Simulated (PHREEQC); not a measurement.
Dissolve 48 mmol/kgw NaF and 0.98 mmol/kgw KCl at 25 °C. Closed to the air; pH follows from the charge balance.

Computed with PHREEQC (ion-association model, phreeqc.dat).

This is a speciation only: nothing precipitates in the calculation.

What pH, specific conductance does the model give?

pH 7.87; specific conductance 4440 µS/cm.

In which forms is Na present?

Na+ 98 %, NaF 1.8 % of the Na.
